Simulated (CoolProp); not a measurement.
Ethanol along the isobar 6.76 MPa: Z from the reference equation and from simpler models built on Tc = 514.7 K, pc = 6.268 MPa, ω = 0.644; each cubic takes its own stable root.

Computed with CoolProp (reference Helmholtz-energy equation of state, Schroeder 2014).

| T (K) | phase | reference | van der Waals | Redlich-Kwong | Soave-Redlich-Kwong | Peng-Robinson |
|---|---|---|---|---|---|---|
| 234.8 | liquid | 0.1892 | 0.3480 | 0.2355 | 0.2249 | 0.2008 |
| 255.6 | liquid | 0.1774 | 0.3259 | 0.2212 | 0.2099 | 0.1872 |
| 276.4 | liquid | 0.1675 | 0.3076 | 0.2095 | 0.1976 | 0.1760 |
| 297.2 | liquid | 0.1592 | 0.2925 | 0.2001 | 0.1875 | 0.1669 |
| 317.9 | liquid | 0.1521 | 0.2799 | 0.1926 | 0.1793 | 0.1594 |
| 338.7 | liquid | 0.1462 | 0.2695 | 0.1866 | 0.1728 | 0.1535 |
| 359.5 | liquid | 0.1414 | 0.2612 | 0.1822 | 0.1678 | 0.1488 |
| 380.3 | liquid | 0.1376 | 0.2546 | 0.1793 | 0.1643 | 0.1456 |
| 401 | liquid | 0.1349 | 0.2500 | 0.1780 | 0.1624 | 0.1438 |
| 421.8 | liquid | 0.1334 | 0.2473 | 0.1784 | 0.1623 | 0.1436 |
| 442.6 | liquid | 0.1334 | 0.2469 | 0.1810 | 0.1646 | 0.1457 |
